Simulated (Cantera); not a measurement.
**Ignition delay**

Mixture: 31.7 % H2, 15.9 % O2, 52.4 % N2, at 67000 Pa, adiabatic and at constant volume. Ignition delay is the time to a rise of 400 K.

Model: GRI-Mech 3.0 (53 species, 325 reactions), integrated in Cantera. Where the delays flatten at high temperature, the 400 K rule measures the pace of heat release, not the induction time.

```
T0 (K)  delay (ms)
------  ----------
1200        0.0613
1250        0.0483
1300        0.0394
1350        0.0330
1400        0.0285
1450        0.0252
1500        0.0228
```
